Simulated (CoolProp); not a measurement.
Hydrogen chloride along the isotherm 355.6 K: Z from the reference equation and from simpler models built on Tc = 324.7 K, pc = 8.314 MPa, ω = 0.130; each cubic takes its own stable root.

Model: reference Helmholtz-energy equation of state, Thol 2018, in CoolProp.

| p (MPa) | phase | reference | van der Waals | Redlich-Kwong | Soave-Redlich-Kwong | Peng-Robinson |
|---|---|---|---|---|---|---|
| 3.46 | gas | 0.8766 | 0.8922 | 0.8841 | 0.8874 | 0.8737 |
| 6.93 | gas | 0.7369 | 0.7562 | 0.7479 | 0.7569 | 0.7319 |
| 10.4 | supercritical | 0.5693 | 0.5516 | 0.5766 | 0.5990 | 0.5680 |
| 13.9 | supercritical | 0.3839 | 0.4303 | 0.4324 | 0.4604 | 0.4301 |
| 17.3 | supercritical | 0.3581 | 0.4673 | 0.4289 | 0.4462 | 0.4113 |
| 20.8 | supercritical | 0.3844 | 0.5220 | 0.4601 | 0.4733 | 0.4331 |
| 24.2 | supercritical | 0.4192 | 0.5787 | 0.4984 | 0.5097 | 0.4645 |
| 27.7 | supercritical | 0.4580 | 0.6382 | 0.5406 | 0.5507 | 0.5006 |
| 31.2 | supercritical | 0.4978 | 0.6978 | 0.5837 | 0.5931 | 0.5382 |
| 34.6 | supercritical | 0.5367 | 0.7556 | 0.6259 | 0.6348 | 0.5754 |
| 38.1 | supercritical | 0.5768 | 0.8148 | 0.6693 | 0.6779 | 0.6138 |
| 41.6 | supercritical | 0.6166 | 0.8736 | 0.7125 | 0.7208 | 0.6522 |
